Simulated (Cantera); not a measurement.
Premixed flame

A freely propagating, adiabatic, planar premixed flame of 18.9 % H2, 18.9 % O2, 57.4 % N2, 4.73 % H2O, equivalence ratio 0.50, unburnt at 525 K and 1.01 bar; mixture-averaged transport, grid criteria slope 0.08 and curve 0.16, no radiation.

Cantera simulation using the H2/O2 subset of GRI-Mech 3.0, which has no nitrogen chemistry; the numbers are that mechanism's predictions, not measurements. Burning velocities carry a grid error of a few per cent, more on coarse grids. Lean hydrogen flames are cellular in practice and burn faster than this planar one.

| z (mm) | T (K) | u (m/s) | x H2 | x O2 | x H2O | x H2O2 | x H | x OH |
|---|---|---|---|---|---|---|---|---|
| -1.07 | 525 | 2.41 | 0.189 | 0.189 | 0.0474 | <1e-8 | <1e-8 | <1e-8 |
| -0.716 | 525 | 2.40 | 0.189 | 0.190 | 0.0474 | <1e-8 | <1e-8 | <1e-8 |
| -0.537 | 525 | 2.40 | 0.187 | 0.190 | 0.0475 | 4.68e-8 | <1e-8 | <1e-8 |
| -0.358 | 528 | 2.40 | 0.182 | 0.191 | 0.0480 | 6.52e-7 | <1e-8 | <1e-8 |
| -0.179 | 607 | 2.68 | 0.152 | 0.194 | 0.0568 | 3.39e-5 | 6.22e-5 | 6.89e-5 |
| -0.0895 | 861 | 3.70 | 0.111 | 0.186 | 0.0902 | 4.23e-5 | 0.00168 | 0.000693 |
| 0 | 1191 | 5.04 | 0.0612 | 0.157 | 0.151 | 1.47e-5 | 0.00710 | 0.00251 |
| 0.0895 | 1428 | 6.02 | 0.0262 | 0.127 | 0.202 | 5.72e-6 | 0.0102 | 0.00614 |
| 0.179 | 1562 | 6.57 | 0.0129 | 0.113 | 0.224 | 3.15e-6 | 0.00888 | 0.00856 |
| 0.358 | 1696 | 7.10 | 0.00674 | 0.107 | 0.238 | 1.54e-6 | 0.00492 | 0.00956 |
| 0.716 | 1796 | 7.48 | 0.00363 | 0.106 | 0.246 | 7.98e-7 | 0.00180 | 0.00827 |
| 1.43 | 1854 | 7.70 | 0.00152 | 0.106 | 0.252 | 4.30e-7 | 0.000457 | 0.00583 |
| 2.86 | 1881 | 7.80 | 0.000538 | 0.106 | 0.255 | 2.32e-7 | 9.45e-5 | 0.00362 |
x: mole fraction of selected species; z is measured from the peak of heat release.

```
Item                        Result
------------------------  --------
laminar burning velocity  241 cm/s
thermal thickness         0.358 mm
peak x(H2O2)               4.75e-5
peak x(H)                   0.0102
peak x(OH)                 0.00958
grid points                    107
```
